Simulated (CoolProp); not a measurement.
Vapour-liquid equilibrium of R1234ze(E) (1) + R227EA (2) at 341.8 K; x and y are mole fractions of (1).

Values from CoolProp's multi-fluid Helmholtz-energy mixture model, Thol 2016 and Lemmon 2016; pair parameters Bell 2023.

```tsv
x	bubble pressure, mixture model (MPa)	bubble pressure, Raoult's law (MPa)	y, mixture model	y, Raoult's law
0.05	1.453	1.448	0.054	0.054
0.2	1.484	1.466	0.213	0.213
0.35	1.511	1.484	0.365	0.368
0.5	1.532	1.502	0.513	0.520
0.65	1.549	1.520	0.658	0.668
0.8	1.559	1.538	0.803	0.813
0.95	1.563	1.556	0.950	0.954
```

The largest gap from Raoult's law is +2.0 % in bubble pressure, at x = 0.5. No azeotrope shows between x = 0.05 and 0.95.

The pair parameters rest on a limited set of measurements; away from them the model extrapolates.
